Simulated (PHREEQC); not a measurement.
Consider water at 19 °C with 0.35 mol MgSO4, 0.23 mol NaHCO3 and 0.62 mol MgCl2 per kg of water. Closed to the air; pH follows from the charge balance.

All values are PHREEQC results (Pitzer model, pitzer.dat), not measurements.

Precipitation was switched off in this run.

Q: Estimate the pH, density, osmotic coefficient.

A: pH 6.93; density 1.095 g/cm³; osmotic coefficient 0.955.

Q: In which forms is C present?

A: HCO3- 88 %, CO2 6.1 %, CO3-2 3.1 %, MgCO3 3.0 % of the C.

The solution is supersaturated, for example in Magnesite (slow to form), so a real one may precipitate; this is no full list. In brines, pH and single-ion activities rest on the MacInnes convention.
